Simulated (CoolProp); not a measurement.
Tetradecamethylhexasiloxane (MD4M) along the isotherm 620 K: fugacity coefficient from the reference equation and from simpler models built on Tc = 653.2 K, pc = 828.6 kPa, ω = 0.800; each cubic takes its own stable root.

Computed with CoolProp (reference Helmholtz-energy equation of state, Thol 2019).

| p (kPa) | phase | reference |
|---|---|---|
| 3.93 | gas | 0.9977 |
| 8.94 | gas | 0.9947 |
| 20.4 | gas | 0.9880 |
| 46.3 | gas | 0.9728 |
| 105 | gas | 0.9387 |
| 240 | gas | 0.8615 |
| 546 | liquid | 0.6609 |
| 1240 | liquid | 0.3289 |

Question: How far does each simpler model (van der Waals, Soave-Redlich-Kwong, Peng-Robinson) lie from the reference over these 8 states: mean and median of the absolute difference, and the worst?

Answer: 
- van der Waals: mean 8.2 %, median 1.4 %, worst +40.0 % at 620 K and 1240 kPa
- Soave-Redlich-Kwong: mean 2.2 %, median 0.6 %, worst +8.2 % at 620 K and 1240 kPa
- Peng-Robinson: mean 1.0 %, median 0.2 %, worst +3.6 % at 620 K and 1240 kPa

At some of these states van der Waals gives the other phase, because its saturation line lies elsewhere.
